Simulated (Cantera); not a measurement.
Equilibrium for silicon oxide and oxynitride deposition: Si2H6 + O3 + H2 + H2O

Charge: 1 mol Si2H6, 1.5 mol O3, 13 mol H2, 1.5 mol H2O, held at 0.320 bar.

Equilibrium computed with Cantera from the NASA thermochemical tables; the gas is ideal and each condensed phase is pure. Candidate condensed phases: H2O, Si, SiO2; 18 gas species. The feed counts by its element totals alone. Kinetics and transport are ignored.

| T (K) | log p H2 | log p H2O | log p H | n SiO2(α-quartz) | n SiO2(β-quartz) |
|---|---|---|---|---|---|
| 723 | -0.55 | -1.44 | <-12 | 2.00 | 0 |
| 748 | -0.55 | -1.44 | <-12 | 2.00 | 0 |
| 773 | -0.55 | -1.44 | -12.32 | 2.00 | 0 |
| 798 | -0.55 | -1.44 | -11.85 | 2.00 | 0 |
| 823 | -0.55 | -1.44 | -11.41 | 2.00 | 0 |
| 848 | -0.55 | -1.44 | -10.99 | 0 | 2.00 |
| 873 | -0.55 | -1.44 | -10.60 | 0 | 2.00 |
| 898 | -0.55 | -1.44 | -10.23 | 0 | 2.00 |
| 923 | -0.55 | -1.44 | -9.89 | 0 | 2.00 |
| 948 | -0.55 | -1.44 | -9.55 | 0 | 2.00 |
| 973 | -0.55 | -1.44 | -9.24 | 0 | 2.00 |
| 998 | -0.55 | -1.44 | -8.94 | 0 | 2.00 |
| 1023 | -0.55 | -1.44 | -8.66 | 0 | 2.00 |
| 1048 | -0.55 | -1.44 | -8.39 | 0 | 2.00 |
log p: log10 of the partial pressure in bar; n: condensed amount in mol.

From 723 K to 823 K the condensed part is SiO2(α-quartz). From 848 K to 1048 K the condensed part is SiO2(β-quartz).
